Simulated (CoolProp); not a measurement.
The fluoroketone C6F12O (FK-5-1-12) along the isotherm 238.7 K: density (kg/m³) from the reference equation and from simpler models built on Tc = 441.8 K, pc = 1.869 MPa, ω = 0.471; each cubic takes its own stable root.

The numbers come from the reference Helmholtz-energy equation of state, McLinden 2015 in CoolProp.

```csv
p (MPa),phase,reference,van der Waals,Redlich-Kwong,Soave-Redlich-Kwong,Peng-Robinson
0.85,liquid,1773,1038,1531,1605,1804
1.7,liquid,1775,1045,1536,1608,1807
2.55,liquid,1777,1052,1541,1611,1810
3.4,liquid,1779,1059,1547,1614,1812
4.25,liquid,1781,1065,1551,1617,1815
5.1,liquid,1783,1070,1556,1619,1818
5.95,liquid,1785,1076,1561,1622,1820
6.8,liquid,1787,1081,1565,1625,1822
7.65,liquid,1789,1085,1569,1627,1825
8.5,liquid,1791,1090,1573,1629,1827
9.35,liquid,1793,1094,1577,1632,1829
```
